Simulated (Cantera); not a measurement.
Charge: 1 mol SiCl4, 0.13 mol O3, 77 mol N2, equilibrated at 848.15 K and 0.000440 bar.

Method: chemical equilibrium by Gibbs-energy minimisation in Cantera with the NASA 1993 tables (ideal gas, pure condensed phases). Candidate condensed phases: Si, SiO2, Si2N2O, Si3N4; 23 gas species. Kinetics and transport are ignored.

Base state: N2 0.985, SiCl4 0.0103, Cl2 0.00494, Cl 9.01e-5 (mole fractions); condensed: SiO2(β-quartz).

Problem. What changes in the equilibrium state with this change: O3 from 0.13 to 1.7 mol?

Solution. 
| species | before | after |
|---|---|---|
| N2 | 0.985 | 0.956 |
| Cl2 | 0.00494 | 0.0247 |
| O2 | <1e-9 | 0.0192 |
| SiCl4 | 0.0103 | <1e-9 |
| Cl | 9.01e-5 | 0.000201 |
| SiO2(β-quartz), mol | 0.195 | 1.00 |

Problem. What changes in the equilibrium state with this change: SiCl4 replaced by TEOS?

Solution. 
| species | before | after |
|---|---|---|
| N2 | 0.985 | 0.861 |
| H2 | 0 | 0.112 |
| CO | 0 | 0.0267 |
| SiCl4 | 0.0103 | 0 |
| Cl2 | 0.00494 | 0 |
| Cl | 9.01e-5 | 0 |
| SiO2(β-quartz), mol | 0.195 | 1.00 |
| C(graphite), mol | 0 | 5.61 |
The feed counts by its element totals alone. Further candidate phases: C, C6H6, C7H8, C8H18, H2O, SiC.

Problem. What changes in the equilibrium state with this change: temperature from 848.15 K to 1748.15 K?

Solution. 
| species | before | after |
|---|---|---|
| N2 | 0.985 | 0.954 |
| Cl | 9.01e-5 | 0.0340 |
| SiCl2 | <1e-9 | 0.00713 |
| SiCl4 | 0.0103 | 3.71e-5 |
| SiO | <1e-9 | 0.00483 |
| SiCl3 | <1e-9 | 0.000385 |
| SiO2(β-quartz), mol | 0.195 | 0 |
The tables' values for SiCl3 are old estimates; treat these amounts as uncertain.
